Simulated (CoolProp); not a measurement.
Vapour-liquid equilibrium of R142b (1) + R113 (2) at 27.65 °C; x and y are mole fractions of (1).

Values from CoolProp's multi-fluid Helmholtz-energy mixture model, Lemmon 2006 and Marx 1992; pair parameters Bell 2016.

```tsv
x	bubble pressure (MPa)	y at the bubble point	dew pressure at overall composition x (MPa)	liquid density (mol/L)
0.05	0.07044	0.322	0.05209	8.412
0.2	0.1276	0.672	0.06085	8.738
0.35	0.1780	0.799	0.07309	9.086
0.5	0.2232	0.868	0.09138	9.462
0.65	0.2653	0.915	0.1214	9.870
0.8	0.3070	0.953	0.1784	10.32
0.95	0.3507	0.988	0.3031	10.81
```

No azeotrope shows between x = 0.05 and 0.95.

The pair parameters rest on a limited set of measurements; away from them the model extrapolates.
